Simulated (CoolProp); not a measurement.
Vapour-liquid equilibrium of CH2F2 (R32) (1) + dimethyl ether (2) at 0.161 bar; x and y are mole fractions of (1).

Computed with CoolProp (multi-fluid Helmholtz-energy mixture model, Tillner-Roth 1997 and Wu 2011; pair parameters Bell 2016).

Question: Give the bubble temperature and the first vapour's composition at x = 0.05, 0.5, 0.95. Is there an azeotrope?

Answer: x = 0.05: -62.2 °C, y = 0.164; x = 0.5: -75.5 °C, y = 0.826; x = 0.95: -81.6 °C, y = 0.987. No azeotrope shows between x = 0.05 and 0.95.

The pair parameters rest on a limited set of measurements; away from them the model extrapolates. The gap from Raoult's law changes sign with composition, which may be real or a fault of the pair parameters; it wasn't checked against measurements.
